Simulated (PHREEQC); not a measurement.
PHREEQC input (ion-association model, wateq4f.dat):

```
SOLUTION_MASTER_SPECIES
  An  An-  0  An  62.0  # stands for a non-complexing anion
SOLUTION_SPECIES
  An- = An-
    -log_k 0
    -gamma 3.0 0
PHASES
  Fix_H+
    H+ = H+
    -log_k 0
SOLUTION 1
  temp 25
  units mmol/kgw
  pH 7 charge
  Cl 1
  Ni 0.5
  Na 100
  An 100
END
SELECTED_OUTPUT 1
  -reset false
  -pH true
  -pe true
  -ionic_strength true
  -water true
  -totals Cl Na Ni
  -molalities Hfo_wOH Hfo_wOH2+ Hfo_wO- Hfo_sOH Hfo_sOH2+ Hfo_sO- Hfo_sONi+ Hfo_wONi+
  -saturation_indices Ni(OH)2 Halite
USER_PUNCH 1
  -headings sigma psi
  10 PUNCH EDL("sigma", "Hfo"), EDL("psi", "Hfo")
PRINT
  -reset false
USE solution 1
SURFACE 1
  Hfo_wOH 0.00130337 600 0.58
  Hfo_sOH 3.25843e-05
EQUILIBRIUM_PHASES 1
  Fix_H+ -3 HAn 10
    -force_equality true
  O2(g) -0.68 10
END
# ... the last block is repeated for the other 16 points of pH, with NaOH or the acid as the point needs
```

Selected output (columns that matter, 9 of 17 rows; pH added in front):

```
pH	mu	Cl	Na	Ni	m_Hfo_wOH	m_Hfo_wOH2+	m_Hfo_wO-	m_Hfo_sOH	m_Hfo_sOH2+	m_Hfo_sO-	si_Ni(OH)2	si_Halite	sigma	psi
3	0.10337	0.001	0.1	0.0005	2.4492e-05	0.0012789	1.0745e-08	6.1228e-07	3.1971e-05	2.6862e-10	-8.5375	-5.8079	0.36347	0.15216
3.75	0.10232	0.001	0.1	0.00049998	0.00011235	0.0011908	2.4286e-07	2.8071e-06	2.975e-05	6.0676e-09	-7.0363	-5.8071	0.33836	0.14876
4.5	0.10203	0.001	0.1	0.00049944	0.00033617	0.00096449	2.6842e-06	8.2684e-06	2.3723e-05	6.6021e-08	-5.5364	-5.8069	0.2734	0.13797
5.25	0.10182	0.001	0.1	0.00049086	0.00062189	0.00066759	1.3271e-05	1.1488e-05	1.2332e-05	2.4515e-07	-4.0436	-5.8068	0.18732	0.11886
6	0.10159	0.001	0.1	0.00046033	0.00084024	0.00041252	3.9206e-05	2.8085e-06	1.3789e-06	1.3105e-07	-2.5713	-5.8066	0.11486	0.094588
6.75	0.10121	0.001	0.10006	0.00034292	0.00089178	0.0001916	9.5087e-05	3.0988e-07	6.6577e-08	3.3041e-08	-1.1988	-5.806	0.070326	0.071452
7.5	0.10103	0.00099999	0.10056	0.00012612	0.00068112	4.5085e-05	0.00023573	8.7358e-08	5.7823e-09	3.0234e-08	-0.1337	-5.8036	0.050799	0.057334
8.25	0.10097	0.00099998	0.10086	1.9655e-05	0.00045399	1.2125e-05	0.0003894	4.4443e-08	1.187e-09	3.8121e-08	0.5544	-5.8022	0.028567	0.036283
9	0.10101	0.00099998	0.10099	1.5647e-06	0.00034162	5.4525e-06	0.00049035	3.215e-08	5.1313e-10	4.6147e-08	0.9187	-5.8017	0.003739	0.005144
```

Along this series the solution becomes supersaturated in solids that the run did not let form, among them Ni(OH)2. Species that the database lacks are ignored. The oxide is taken as insoluble; below pH 4 it would dissolve.
